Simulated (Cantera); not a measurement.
Feed: 1 mol SiC, 0.1 mol H2O, 910 mol N2, held at 827 °C and 0.900 Torr.

Cantera equilibrium calculation (NASA polynomials, part measured and part estimated; ideal gas, pure solids and liquids). Candidate condensed phases: C, C6H6, C7H8, C8H18, H2O, Si, SiC, SiO2, Si2N2O, Si3N4; 151 gas species. N2 is the only nitrogen source here; it is nearly inert below about 1500 K, so the nitride shown seldom forms there in practice. Mutual solubility and eutectic melting of coexisting phases are not modelled. Rates play no part.

Base state: N2 1.000, H2 0.000110 (mole fractions); condensed: C(graphite) + Si2N2O(s) + Si3N4(s).

Question: What changes in the equilibrium state with this change: temperature from 827 °C to 1602 °C?

Answer: 
| species | before | after |
|---|---|---|
| N2 | 1.000 | 0.999 |
| Si | <1e-9 | 0.000253 |
| CO | 5.42e-7 | 0.000109 |
| H | 7.82e-9 | 0.000106 |
| HCN | 2.33e-7 | 4.88e-5 |
| H2 | 0.000110 | 3.13e-5 |
| C(graphite), mol | 0.999 | 0.0832 |
| Si2N2O(s), mol | 0.0995 | 0 |
| Si3N4(s), mol | 0.267 | 0 |
| SiC(s), mol | 0 | 0.754 |
